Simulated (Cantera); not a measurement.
Feed: 1 mol BCl3, 0.48 mol NH3, 150 mol H2, at 1223.15 K and 1.00 bar.

Method: chemical equilibrium by Gibbs-energy minimisation in Cantera with the NASA 1993 tables (ideal gas, pure condensed phases). Candidate condensed phases: B, BN, NH4Cl; 21 gas species. Mutual solubility and eutectic melting of coexisting phases are not modelled. Gases not in the tables: BHCl2. Kinetics and transport are ignored.

Base state: H2 0.981, HCl 0.0191, BCl3 0.000214 (mole fractions); condensed: B(s) + BN(s).

Problem. What changes in the equilibrium state with this change: temperature from 1223.15 K to 2023.15 K?

Solution. 
```csv
species,before,after
H2,0.981,0.978
HCl,0.0191,0.0191
H,2.99e-7,0.00188
BH2,2.85e-7,0.000522
N2,<1e-9,0.000166
BCl,6.74e-8,0.000509
Cl,5.00e-9,2.73e-5
"B(s), mol",0.487,0.405
"BN(s), mol",0.480,0.429
```
The tables' values for BH2, BCl, BCl2 are old estimates; treat these amounts as uncertain. Gases not in the tables: B2H6 and higher boranes.

Problem. What changes in the equilibrium state with this change: BCl3 replaced by BF3?

Solution. 
```tsv
species	before	after
H2	0.981	0.990
BF3	0	0.00525
HF	0	0.00377
HCl	0.0191	0
N2	<1e-9	0.000968
BCl3	0.000214	0
BHF2	0	0.000115
B(s), mol	0.487	0
BN(s), mol	0.480	0.185
```
